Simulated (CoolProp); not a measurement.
Vapour-liquid equilibrium of R22 (1) + R123 (2) at 0.0252 MPa; x and y are mole fractions of (1).

The numbers come from the multi-fluid Helmholtz-energy mixture model, Kamei 1995 and Younglove 1994; pair parameters Bell 2016 in CoolProp.

```json
[
 {"x": "0.05", "bubble temperature (K)": "255.3", "y at the bubble point": "0.489", "dew temperature at overall composition x (K)": "266.6", "liquid density (mol/L)": "10.45"},
 {"x": "0.2", "bubble temperature (K)": "233.8", "y at the bubble point": "0.880", "dew temperature at overall composition x (K)": "263.3", "liquid density (mol/L)": "11.43"},
 {"x": "0.35", "bubble temperature (K)": "223.2", "y at the bubble point": "0.954", "dew temperature at overall composition x (K)": "259.5", "liquid density (mol/L)": "12.34"},
 {"x": "0.5", "bubble temperature (K)": "217.0", "y at the bubble point": "0.978", "dew temperature at overall composition x (K)": "254.9", "liquid density (mol/L)": "13.28"},
 {"x": "0.65", "bubble temperature (K)": "212.9", "y at the bubble point": "0.988", "dew temperature at overall composition x (K)": "249.0", "liquid density (mol/L)": "14.29"},
 {"x": "0.8", "bubble temperature (K)": "209.8", "y at the bubble point": "0.994", "dew temperature at overall composition x (K)": "240.6", "liquid density (mol/L)": "15.41"},
 {"x": "0.95", "bubble temperature (K)": "207.3", "y at the bubble point": "0.999", "dew temperature at overall composition x (K)": "224.0", "liquid density (mol/L)": "16.68"}
]
```

No azeotrope shows between x = 0.05 and 0.95.

The pair parameters rest on a limited set of measurements; away from them the model extrapolates. The gap from Raoult's law changes sign with composition, which may be real or a fault of the pair parameters; it wasn't checked against measurements.
